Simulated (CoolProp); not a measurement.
Properties of carbonyl sulfide along the isobar 0.26 MPa.

The numbers come from the reference Helmholtz-energy equation of state, Lemmon 2006 in CoolProp. It is a short technical equation, of lower accuracy than the large ones.

```csv
T (K),phase,density (kg/m³),cp (kJ/(kg K))
202.9,liquid,1217,1.166
221.1,liquid,1179,1.179
239.2,liquid,1139,1.203
257.4,gas,7.657,0.7058
275.6,gas,7.081,0.7094
293.8,gas,6.595,0.7167
311.9,gas,6.179,0.7257
330.1,gas,5.814,0.7355
348.3,gas,5.492,0.7455
366.4,gas,5.207,0.7553
384.6,gas,4.950,0.7650
402.8,gas,4.717,0.7744
421,gas,4.507,0.7834
```
